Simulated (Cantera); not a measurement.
A perfectly stirred reactor is fed with C2H4 : H2 = 1 : 24 (molar parts), at 760 Torr; it is held at 1575 K, and followed from long to short residence time.

Cantera simulation using GRI-Mech 3.0 (53 species, 325 reactions); the numbers are that mechanism's predictions, not measurements. GRI-Mech 3.0 was tuned for natural gas; its chemistry of ethylene as a main component is partial and can be far from experiment. GRI-Mech 3.0 stops at C3 and has no aromatics, soot or wall deposition, so with more carbon than oxygen in the feed, carbon stays in small species such as C2H2 where larger ones or solid carbon would form.

Task: What does this change do: H2 24 to 15 parts?

Result: 
```csv
quantity,before,after
x(C2H4) at τ = 0.740 s,0.00302,0.00485
x(H2) at τ = 0.740 s,0.946,0.918
x(C2H6) at τ = 0.740 s,9.73e-6,1.61e-5
x(C2H) at τ = 0.740 s,3.02e-9,5.05e-9
x(H) at τ = 0.740 s,4.42e-5,4.35e-5
x(C2H4) at τ = 50.0 ms,0.00548,0.00836
x(H2) at τ = 50.0 ms,0.957,0.935
x(C2H6) at τ = 50.0 ms,1.56e-5,2.34e-5
x(C2H) at τ = 50.0 ms,5.75e-9,8.99e-9
x(H) at τ = 50.0 ms,6.32e-5,6.22e-5
```

Task: What does this change do: C2H4 1 to 3.4 parts?

Result: 
```json
[
 {"quantity": "x(C2H4) at τ = 0.740 s", "before": "0.00302", "after": "0.00969"},
 {"quantity": "x(H2) at τ = 0.740 s", "before": "0.946", "after": "0.852"},
 {"quantity": "x(C2H6) at τ = 0.740 s", "before": "9.73e-6", "after": "3.21e-5"},
 {"quantity": "x(C2H) at τ = 0.740 s", "before": "3.02e-9", "after": "1.12e-8"},
 {"quantity": "x(H) at τ = 0.740 s", "before": "4.42e-5", "after": "4.17e-5"},
 {"quantity": "x(C2H4) at τ = 50.0 ms", "before": "0.00548", "after": "0.0155"},
 {"quantity": "x(H2) at τ = 50.0 ms", "before": "0.957", "after": "0.877"},
 {"quantity": "x(C2H6) at τ = 50.0 ms", "before": "1.56e-5", "after": "4.12e-5"},
 {"quantity": "x(C2H) at τ = 50.0 ms", "before": "5.75e-9", "after": "1.78e-8"},
 {"quantity": "x(H) at τ = 50.0 ms", "before": "6.32e-5", "after": "5.95e-5"}
]
```
